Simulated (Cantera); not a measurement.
An adiabatic, constant-volume homogeneous reactor starts with CO : H₂ : O₂ : N₂ = 1 : 0.56 : 0.65 : 2.44 (molar parts), equivalence ratio 1.2, at 1575 K and 10.0 bar. Integrator tolerance rtol = 1e-08.

Computed with Cantera and GRI-Mech 3.0 (53 species, 325 reactions). The hydrogen kinetics of GRI-Mech 3.0 are dated; newer H2 mechanisms differ, most at raised pressure. Above 3000 K some thermodynamic fits are extrapolated.

**Question.** What does this change do: CO 1 to 1.6 parts?

**Answer.** 
| quantity | before | after |
|---|---|---|
| time of steepest temperature rise | 1.51 µs | 1.67 µs |
| temperature at 0.900 s | 3181 K | 3198 K |
| equilibrium temperature | 3181 K | 3198 K |
| x(CO) at 0.900 s | 0.119 (gas-phase equilibrium 0.119) | 0.203 (gas-phase equilibrium 0.203) |
| x(H₂) at 0.900 s | 0.0137 (gas-phase equilibrium 0.0137) | 0.0172 (gas-phase equilibrium 0.0172) |
| x(O₂) at 0.900 s | 0.0207 (gas-phase equilibrium 0.0207) | 0.0100 (gas-phase equilibrium 0.0100) |
| x(O) at 0.900 s | 0.00689 (gas-phase equilibrium 0.00689) | 0.00503 (gas-phase equilibrium 0.00503) |
| x(NO) at 0.900 s | 0.0158 (gas-phase equilibrium 0.0158) | 0.0105 (gas-phase equilibrium 0.0105) |

**Question.** What does this change do: O2 0.65 to 0.39 parts?

**Answer.** 
```csv
quantity,before,after
time of steepest temperature rise,1.51 µs,1.98 µs
temperature at 0.900 s,3181 K,2977 K
equilibrium temperature,3181 K,2977 K
x(CO) at 0.900 s,0.119 (gas-phase equilibrium 0.119),0.169 (gas-phase equilibrium 0.169)
x(H₂) at 0.900 s,0.0137 (gas-phase equilibrium 0.0137),0.0301 (gas-phase equilibrium 0.0301)
x(O₂) at 0.900 s,0.0207 (gas-phase equilibrium 0.0207),0.00115 (gas-phase equilibrium 0.00115)
x(O) at 0.900 s,0.00689 (gas-phase equilibrium 0.00689),0.000853 (gas-phase equilibrium 0.000853)
x(NO) at 0.900 s,0.0158 (gas-phase equilibrium 0.0158),0.00301 (gas-phase equilibrium 0.00301)
```

**Question.** What does this change do: initial temperature 1575 to 1675 K?

**Answer.** 
```csv
quantity,before,after
time of steepest temperature rise,1.51 µs,1.13 µs
temperature at 0.900 s,3181 K,3205 K
equilibrium temperature,3181 K,3205 K
x(CO) at 0.900 s,0.119 (gas-phase equilibrium 0.119),0.123 (gas-phase equilibrium 0.123)
x(H₂) at 0.900 s,0.0137 (gas-phase equilibrium 0.0137),0.0143 (gas-phase equilibrium 0.0143)
x(O₂) at 0.900 s,0.0207 (gas-phase equilibrium 0.0207),0.0220 (gas-phase equilibrium 0.0220)
x(O) at 0.900 s,0.00689 (gas-phase equilibrium 0.00689),0.00784 (gas-phase equilibrium 0.00784)
x(NO) at 0.900 s,0.0158 (gas-phase equilibrium 0.0158),0.0166 (gas-phase equilibrium 0.0166)
```
